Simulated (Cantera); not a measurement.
A Cantera script and what it prints.

```python
import numpy as np
import cantera as ct

gas_names = """
    CL CL2 H HCL H2 N NH NH2 NH3 N2 N2H2 N2H4 Si SiCL SiCL2 SiCL3 SiCL4 SiH SiHCL3 SiH2 SiH2CL2 SiH3
    SiH3CL SiH4 SiN Si2 Si2N Si3
""".split()
cond_names = """
    NH4CL(a) NH4CL(b) Si(cr) Si(L) Si3N4(a)
""".split()


# ... load() reads the species with a 1 bar reference pressure and builds the phases ...
atoms = {
    'Si2Cl6': {'Si': 2, 'CL': 6},
    'NH3': {'N': 1, 'H': 3},
    'N2': {'N': 2},
}
top_T = {'Si3N4(a)': 2400}  # K; cautious upper limits of use, not melting points


# ... equilibrate(T, P, feed) seeds the gas with the atoms and calls Mixture.equilibrate('TP', solver="vcs", rtol=1e-11, max_steps=5000) ...
results = []
feed = {'Si2Cl6': 1, 'NH3': 48, 'N2': 1.2}  # mol
P = 17  # Pa
for T in [848, 948, 1048, 1148, 1248, 1348, 1448, 1548, 1648]:
    mix = equilibrate(T, P, feed)
    results.append((T, P, feed, dict(zip(mix.species_names, mix.species_moles))))

top = {s: max(r[3][s] / sum(r[3][g] for g in gas_names) for r in results) for s in gas_names}
cols = sorted((s for s in top if top[s] > 0.0001), key=lambda s: -top[s])[:6]
seen = [c for c in cond_names if any(r[3].get(c, 0) > 1e-12 for r in results)]
print("log10 of partial pressures in bar; condensed amounts in mol")
print(f"{'T/K':>10s}" + "".join(f"{s[:9]:>10s}" for s in cols + seen))
for T, P, feed, n in results:
    ng = sum(n[g] for g in gas_names)
    print(f"{T:10.4g}" + "".join(f"{np.log10(max(n[s] / ng * P / 1e5, 1e-99)):10.3f}" for s in cols)
          + "".join(f"{n.get(c, 0):10.4g}" for c in seen))
```

It prints:

```
log10 of partial pressures in bar; condensed amounts in mol
       T/K        H2        N2       HCL     SiCL2         H        Si    Si(cr)  Si3N4(a)
       848    -3.926    -4.387    -4.987   -12.572   -12.683   -26.546         0    0.6666
       948    -3.926    -4.387    -4.986   -10.844   -11.243   -22.014         0    0.6666
      1048    -3.926    -4.387    -4.987    -9.449   -10.075   -18.352         0    0.6665
      1148    -3.926    -4.387    -4.987    -8.301    -9.108   -15.333         0    0.6656
      1248    -3.926    -4.387    -4.990    -7.347    -8.294   -12.802         0    0.6578
      1348    -3.925    -4.385    -5.010    -6.573    -7.598   -10.651         0    0.6144
      1448    -3.924    -4.382    -5.079    -6.015    -6.997    -8.803         0    0.4776
      1548    -3.927    -4.370    -5.142    -5.835    -6.475    -7.498     1.109         0
      1648    -3.930    -4.371    -5.152    -5.824    -6.015    -6.589    0.9276         0
```

Cantera equilibrium calculation (NASA polynomials, part measured and part estimated; ideal gas, pure solids and liquids). The feed counts by its element totals alone. The tables' values for SiCl, SiCl3 are old estimates; treat these amounts as uncertain.
